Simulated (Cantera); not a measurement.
Feed: 1 mol Si3N4, 0.017 mol H2, held at 1898 K and 750 Torr.

Method: chemical equilibrium by Gibbs-energy minimisation in Cantera with the NASA 1993 tables (ideal gas, pure condensed phases). Candidate condensed phases: Si, Si3N4; 18 gas species. Mutual solubility and eutectic melting of coexisting phases are not modelled. Gases not in the tables: Si2H6 and higher silanes. Rates play no part.

Base state: H2 0.959, N2 0.0400, H 0.000766, SiH2 5.52e-5, Si 1.23e-5, SiH 1.05e-5 (mole fractions); condensed: Si(l) + Si3N4(s).

### Question
What changes in the equilibrium state with this change: pressure from 750 Torr to 17.3 Torr?

### Answer
```csv
species,before,after
N2,0.0400,0.991
H2,0.959,0.00818
Si,1.23e-5,0.000534
SiH2,5.52e-5,4.71e-7
SiN,8.27e-7,2.71e-5
"Si(l), mol",0.00106,3.00
"Si3N4(s), mol",1.000,0
```
The tables' values for SiN are old estimates; treat these amounts as uncertain.
